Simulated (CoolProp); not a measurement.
Saturation properties of carbon monoxide (Tc = 132.9 K, pc = 3.498 MPa, ω = 0.050).

The numbers come from the reference Helmholtz-energy equation of state, Lemmon 2006 in CoolProp. It is a short technical equation, of lower accuracy than the large ones.

```tsv
T (K)	p (MPa)	liquid density (kg/m³)	liquid cp (kJ/(kg K))
74.9	0.04359	821.9	2.140
80.1	0.08474	799.9	2.142
85.3	0.1507	777.0	2.159
90.5	0.2497	753.0	2.192
95.7	0.3903	727.6	2.244
100.9	0.5815	700.6	2.322
106.1	0.8328	671.3	2.436
111.3	1.154	639.0	2.609
116.5	1.555	602.6	2.891
```

It boils at 81.6 K under 1 atm.
